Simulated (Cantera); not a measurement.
A perfectly stirred reactor is fed with CO : O2 : H2O : N2 = 0.013 : 0.008 : 0.015 : 1 (molar parts), at 0.690 bar; it is held at 925 K, and followed from long to short residence time.

Detailed kinetics in Cantera: GRI-Mech 3.0 (53 species, 325 reactions).

Q: What does this change do: 0.0014 parts CH4 added?

A: 
| quantity | before | after |
|---|---|---|
| x(CO) at τ = 9.80 s | 0.00732 | 0.00690 |
| x(O2) at τ = 9.80 s | 0.00515 | 0.00266 |
| x(H2O) at τ = 9.80 s | 0.0144 | 0.0166 |
| x(H) at τ = 9.80 s | 1.01e-7 | 2.87e-7 |
| x(H2) at τ = 9.80 s | 7.76e-5 | 0.000335 |
| x(CO) at τ = 0.130 s | 0.0125 | 0.0125 |
| x(O2) at τ = 0.130 s | 0.00770 | 0.00758 |
| x(H2O) at τ = 0.130 s | 0.0145 | 0.0145 |
| x(H) at τ = 0.130 s | 4.17e-8 | 1.41e-7 |
| x(H2) at τ = 0.130 s | 2.29e-6 | 5.49e-5 |

Q: What does this change do: 0.0036 parts H2 added?

A: 
```csv
quantity,before,after
x(CO) at τ = 9.80 s,0.00732,0.000829
x(O2) at τ = 9.80 s,0.00515,0.000228
x(H2O) at τ = 9.80 s,0.0144,0.0178
x(H) at τ = 9.80 s,1.01e-7,6.18e-6
x(H2) at τ = 9.80 s,7.76e-5,0.000205
x(CO) at τ = 0.130 s,0.0125,0.00922
x(O2) at τ = 0.130 s,0.00770,0.00496
x(H2O) at τ = 0.130 s,0.0145,0.0166
x(H) at τ = 0.130 s,4.17e-8,7.91e-6
x(H2) at τ = 0.130 s,2.29e-6,0.00129
```
Below about 950 K walls govern HO2 and H2O2 in real vessels.
